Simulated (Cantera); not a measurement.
A freely propagating, adiabatic, planar premixed flame of 14.0 % CO, 0.712 % H2, 3.07 % CH4, 16.5 % O2, 65.8 % N2, equivalence ratio 0.82, unburnt at 573 K and 9.87 atm; multicomponent+Soret transport, grid criteria slope 0.08 and curve 0.16, no radiation.

Detailed kinetics in Cantera: GRI-Mech 3.0 (53 species, 325 reactions). Burning velocities carry a grid error of a few per cent, more on coarse grids.

Problem. Predict: laminar burning velocity; thermal thickness; peak x(CH3); peak x(CH2O).

Solution. 
| Property | Result |
|---|---|
| laminar burning velocity | 57.4 cm/s |
| thermal thickness | 0.0642 mm |
| peak x(CH3) | 0.000325 |
| peak x(CH2O) | 0.000631 |
